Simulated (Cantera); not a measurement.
A perfectly stirred reactor is fed with 8.45 % H₂, 7.04 % O₂, 84.5 % N₂, equivalence ratio 0.60, at 0.276 atm; it is held at 1400 K, and followed from long to short residence time.

Detailed kinetics in Cantera: GRI-Mech 3.0 (53 species, 325 reactions). The temperature is held fixed by assumption; the heat of reaction is taken as removed at once.

One state of this run: x H₂ = 0.00104; x O₂ = 0.0294; x OH = 0.00107; x H = 0.000560; x H₂O₂ = 2.77e-7. x: mole fraction; the columns are a selection and need not sum to one.

Question: Which value of τ (s) does it belong to?
A. 2.1
B. 13
C. 0.057
D. 0.14

Answer: C, 0.057
